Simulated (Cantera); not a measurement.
**Thermodynamics of iron carbonyl, mercury and lead vapours, feed Hg + H2**

Feed: 1 mol Hg, 0.17 mol H2, equilibrated at 1300 °C and 13.3 mbar.

Cantera equilibrium calculation (NASA polynomials, part measured and part estimated; ideal gas, pure solids and liquids). Candidate condensed phases: Hg; 3 gas species. Kinetics and transport are ignored.

- x(Hg) = 0.855
- x(H2) = 0.145
- x(H) = 0.000134
- gas amount = 1.170 mol
- log10 activity of Hg(l) (absent) = -4.77
